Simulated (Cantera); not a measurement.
What does this Cantera script print?

```python
import numpy as np
import cantera as ct

gas_names = """
    AL ALH ALI ALI3 ALN ALO ALOH ALO2 ALO2H AL2 AL2I6 AL2O AL2O2 H HALO HI HNO HNO2 HNO3 HO2 H2 H2O H2O2
    I I2 N NH NH2 NH3 NH2OH NO NO2 NO3 N2 N2H2 N2H4 N2O O OH O2 O3
""".split()
cond_names = """
    AL(cr) AL(L) ALI3(s) ALI3(L) ALN(s) AL2O3(a) AL2O3(L) H2O(s) H2O(L) I2(cr) I2(L)
""".split()


# ... load() reads the species with a 1 bar reference pressure and builds the phases ...
atoms = {
    'AlI3': {'AL': 1, 'I': 3},
    'H2O': {'H': 2, 'O': 1},
    'N2': {'N': 2},
}
top_T = {'ALN(s)': 2750}  # K; cautious upper limits of use, not melting points


# ... equilibrate(T, P, feed) seeds the gas with the atoms and calls Mixture.equilibrate('TP', solver="vcs", rtol=1e-11, max_steps=5000) ...
results = []
feed = {'AlI3': 1, 'H2O': 0.44, 'N2': 3.6}  # mol
P = 17  # Pa
for T in [723, 823, 923, 1023, 1123, 1223, 1323, 1423, 1523, 1623, 1723, 1823, 1923, 2023]:
    mix = equilibrate(T, P, feed)
    results.append((T, P, feed, dict(zip(mix.species_names, mix.species_moles))))

top = {s: max(r[3][s] / sum(r[3][g] for g in gas_names) for r in results) for s in gas_names}
cols = sorted((s for s in top if top[s] > 0.001), key=lambda s: -top[s])[:6]
seen = [c for c in cond_names if any(r[3].get(c, 0) > 1e-12 for r in results)]
print("log10 of partial pressures in bar; condensed amounts in mol")
print(f"{'T/K':>10s}" + "".join(f"{s[:9]:>10s}" for s in cols + seen))
for T, P, feed, n in results:
    ng = sum(n[g] for g in gas_names)
    print(f"{T:10.4g}" + "".join(f"{np.log10(max(n[s] / ng * P / 1e5, 1e-99)):10.3f}" for s in cols)
          + "".join(f"{n.get(c, 0):10.4g}" for c in seen))
```

Result:

```
log10 of partial pressures in bar; condensed amounts in mol
       T/K        N2         I        HI       ALI      ALI3        H2    ALN(s)  AL2O3(a)
       723    -3.947    -5.317    -4.591   -16.154    -4.788    -5.851    0.2022    0.1467
       823    -3.966    -4.758    -4.646   -13.172    -4.847    -5.624    0.2491    0.1467
       923    -4.010    -4.393    -4.751   -10.907    -5.108    -5.417    0.4364    0.1467
      1023    -4.054    -4.215    -4.936    -9.203    -5.666    -5.219    0.6264    0.1467
      1123    -4.072    -4.155    -5.190    -7.906    -6.400    -5.085    0.6909    0.1467
      1223    -4.078    -4.136    -5.458    -6.862    -7.115    -5.019    0.6983    0.1467
      1323    -4.079    -4.134    -5.714    -5.997    -7.771    -4.989    0.6665    0.1467
      1423    -4.075    -4.160    -5.969    -5.289    -8.426    -4.979    0.5018    0.1467
      1523    -4.060    -4.260    -6.277    -4.768    -9.241    -4.986         0    0.1467
      1623    -4.061    -4.259    -6.455    -4.770   -10.237    -4.986         0    0.1465
      1723    -4.062    -4.256    -6.615    -4.783   -11.125    -4.993         0    0.1458
      1823    -4.067    -4.249    -6.759    -4.828   -11.939    -5.013         0    0.1423
      1923    -4.077    -4.233    -6.893    -4.955   -12.734    -5.057         0    0.1325
      2023    -4.091    -4.214    -7.029    -5.194   -13.568    -5.137         0    0.1192
```

These are equilibrium values from Cantera (NASA tables, ideal gas, pure condensed phases), not measurements of a reactor. Mutual solubility and eutectic melting of coexisting phases are not modelled. The tables' values for AlOH are old estimates; treat these amounts as uncertain. Condensed phases not in the tables: aluminium oxynitride.
